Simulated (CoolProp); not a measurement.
Saturation properties of water (Tc = 647.1 K, pc = 22.06 MPa, ω = 0.344).

Model: reference Helmholtz-energy equation of state, Wagner 2002, in CoolProp.

```json
[
 {"T (K)": "505.2", "p (MPa)": "2.904", "vapour Z": "0.8578", "surface tension (mN/m)": "30.0", "vapour viscosity (µPa s)": "16.8", "liquid conductivity (mW/(m K))": "635"},
 {"T (K)": "522.7", "p (MPa)": "3.946", "vapour Z": "0.8257", "surface tension (mN/m)": "25.9", "vapour viscosity (µPa s)": "17.4", "liquid conductivity (mW/(m K))": "617"},
 {"T (K)": "540.2", "p (MPa)": "5.254", "vapour Z": "0.7887", "surface tension (mN/m)": "21.8", "vapour viscosity (µPa s)": "…", "liquid conductivity (mW/(m K))": "597"},
 {"T (K)": "557.7", "p (MPa)": "6.869", "vapour Z": "0.7462", "surface tension (mN/m)": "…", "vapour viscosity (µPa s)": "…", "liquid conductivity (mW/(m K))": "575"},
 {"T (K)": "575.2", "p (MPa)": "8.839", "vapour Z": "0.6971", "surface tension (mN/m)": "13.8", "vapour viscosity (µPa s)": "19.7", "liquid conductivity (mW/(m K))": "550"},
 {"T (K)": "592.7", "p (MPa)": "11.22", "vapour Z": "0.6393", "surface tension (mN/m)": "9.87", "vapour viscosity (µPa s)": "…", "liquid conductivity (mW/(m K))": "521"},
 {"T (K)": "610.2", "p (MPa)": "14.07", "vapour Z": "0.5696", "surface tension (mN/m)": "…", "vapour viscosity (µPa s)": "22.2", "liquid conductivity (mW/(m K))": "…"},
 {"T (K)": "627.7", "p (MPa)": "17.47", "vapour Z": "0.4796", "surface tension (mN/m)": "2.83", "vapour viscosity (µPa s)": "24.5", "liquid conductivity (mW/(m K))": "450"}
]
```

**Question.** Some entries are withheld; supply them.

**Answer.** 
- 540.2, vapour viscosity (µPa s): 18.1
- 557.7, surface tension (mN/m): 17.8
- 557.7, vapour viscosity (µPa s): 18.8
- 592.7, vapour viscosity (µPa s): 20.7
- 610.2, surface tension (mN/m): 6.18
- 610.2, liquid conductivity (mW/(m K)): 488

It boils at 373.1 K under 1 atm.

Viscosity comes from a separate model (Huber 2009). Thermal conductivity comes from a separate model (Huber 2012). Surface tension comes from a separate correlation (Mulero 2012).
